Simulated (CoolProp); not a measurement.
Properties of R1132(E) along the isotherm 245.5 K.

The numbers come from the reference Helmholtz-energy equation of state, Akasaka 2024 in CoolProp.

| p (MPa) | phase | Z | cp (kJ/(kg K)) | cv (kJ/(kg K)) | speed of sound (m/s) | Joule-Thomson coefficient (K/MPa) |
|---|---|---|---|---|---|---|
| 0.591 | liquid | 0.01714 | 1.666 | 1.064 | 791.4 | -0.2177 |
| 1.18 | liquid | 0.03417 | 1.662 | 1.064 | 796.0 | -0.2211 |
| 1.77 | liquid | 0.05119 | 1.659 | 1.064 | 800.5 | -0.2244 |
| 2.36 | liquid | 0.06817 | 1.656 | 1.065 | 805.0 | -0.2276 |
| 2.95 | liquid | 0.08510 | 1.654 | 1.065 | 809.5 | -0.2307 |
| 3.55 | liquid | 0.1023 | 1.651 | 1.065 | 813.9 | -0.2337 |
| 4.14 | liquid | 0.1191 | 1.648 | 1.066 | 818.3 | -0.2367 |
